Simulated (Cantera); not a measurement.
Cantera run, input and output.

```python
import numpy as np
import cantera as ct

gas = ct.Solution("gri30.yaml")
gas.TPX = 1348, 5700, {'C2H6': 1, 'N2': 41}
reactor = ct.IdealGasConstPressureReactor(gas, energy="off", clone=False)
net = ct.ReactorNet([reactor])
net.rtol, net.atol = 1e-08, 1e-18
show = ['C2H6', 'CH2', 'CH3', 'H', 'C2H', 'HCN', 'H2']
times = np.geomspace(7e-05, 80, 15)

steps = ct.SolutionArray(gas, extra=["t"])
rows = []
print(f"{'t/s':>10s}{'T/K':>9s}{'P/Pa':>11s}" + "".join(f"{s:>11s}" for s in show))
for t in times:
    while net.time < t:
        t_next = net.step()
        steps.append(gas.state, t=t_next)
    rows.append([np.interp(t, steps.t, y) for y in (steps.T, steps.P, *steps(*show).X.T)])
    print(f"{t:10.3e}{rows[-1][0]:9.1f}{rows[-1][1]:11.4g}" + "".join(f"{x:11.3e}" for x in rows[-1][2:]))
rate = np.gradient(steps.T, steps.t)
print("integrator steps:", len(steps.t))
if steps.T.max() > steps.T[0] + 200:
    print(f"time of steepest temperature rise: {steps.t[rate.argmax()]:.4e} s")
gas.TPX = 1348, 5700, {'C2H6': 1, 'N2': 41}
gas.equilibrate("TP")
print(f"equilibrium (TP): T = {gas.T:.1f} K  " + "  ".join(f"{s} {gas[s].X[0]:.3e}" for s in show))
```

Output:

```
       t/s      T/K       P/Pa       C2H6        CH2        CH3          H        C2H        HCN         H2
 7.000e-05   1348.0       5700  2.379e-02  1.566e-10  2.902e-05  8.375e-08  3.046e-21  1.213e-16  1.370e-07
 1.896e-04   1348.0       5700  2.376e-02  2.744e-09  7.629e-05  6.938e-07  7.329e-18  7.672e-14  3.140e-06
 5.135e-04   1348.0       5700  2.362e-02  3.655e-08  1.887e-04  4.787e-06  3.375e-14  6.230e-11  6.299e-05
 1.391e-03   1348.0       5700  2.265e-02  2.068e-07  4.159e-04  1.548e-05  2.818e-11  6.038e-09  7.509e-04
 3.767e-03   1348.0       5700  1.884e-02  3.643e-07  5.824e-04  2.336e-05  3.542e-10  2.973e-08  3.857e-03
 1.020e-02   1348.0       5700  1.028e-02  3.214e-07  4.532e-04  2.937e-05  1.663e-09  5.900e-08  1.141e-02
 2.763e-02   1348.0       5700  1.632e-03  1.229e-07  1.753e-04  3.090e-05  4.874e-09  8.488e-08  2.186e-02
 7.483e-02   1348.0       5700  8.994e-05  1.038e-08  4.117e-05  1.153e-05  2.871e-09  9.074e-08  2.840e-02
 2.027e-01   1348.0       5700  7.169e-06  1.006e-09  1.255e-05  3.894e-06  1.133e-09  9.082e-08  3.166e-02
 5.489e-01   1348.0       5700  1.047e-06  1.649e-10  5.074e-06  1.668e-06  5.261e-10  9.065e-08  3.386e-02
 1.487e+00   1348.0       5700  4.548e-07  8.013e-11  3.544e-06  1.226e-06  4.107e-10  9.048e-08  3.586e-02
 4.027e+00   1348.0       5700  4.274e-07  8.333e-11  3.619e-06  1.304e-06  4.553e-10  9.035e-08  3.746e-02
 1.091e+01   1348.0       5700  4.230e-07  8.494e-11  3.638e-06  1.335e-06  4.688e-10  9.037e-08  3.781e-02
 2.954e+01   1348.0       5700  4.051e-07  8.361e-11  3.565e-06  1.348e-06  4.724e-10  9.051e-08  3.800e-02
 8.000e+01   1348.0       5700  3.613e-07  8.018e-11  3.378e-06  1.380e-06  4.816e-10  9.088e-08  3.847e-02
integrator steps: 1402
equilibrium (TP): T = 1348.0 K  C2H6 2.016e-09  CH2 6.358e-12  CH3 2.083e-07  H 2.072e-06  C2H 1.919e-10  HCN 3.249e-02  H2 4.510e-02
```

Computed with Cantera and GRI-Mech 3.0 (53 species, 325 reactions). GRI-Mech 3.0 stops at C3 and has no aromatics, soot or wall deposition, so with more carbon than oxygen in the feed, carbon stays in small species such as C2H2 where larger ones or solid carbon would form.
